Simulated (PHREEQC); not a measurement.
1 kg of water holding 0.073 mol Na2SO4 and 0.058 mol NaCl is evaporated at 25 °C; the solids stay in contact with the brine. CO2 from the air is kept out. Only these solids could form: Halite, Mirabilite, Thenardite.

The series has 27 steps of water left (kg), from 1 to 0.006093.

Computed with PHREEQC (Pitzer model, pitzer.dat).

### Question
Which solids form, in which order, and at which step of the series does each first stand?

### Answer
Mirabilite from water left = 0.04212 kg, last present at water left = 0.01695 kg; Thenardite from water left = 0.01695 kg; Halite from water left = 0.00903 kg.

Species that the database lacks are ignored.
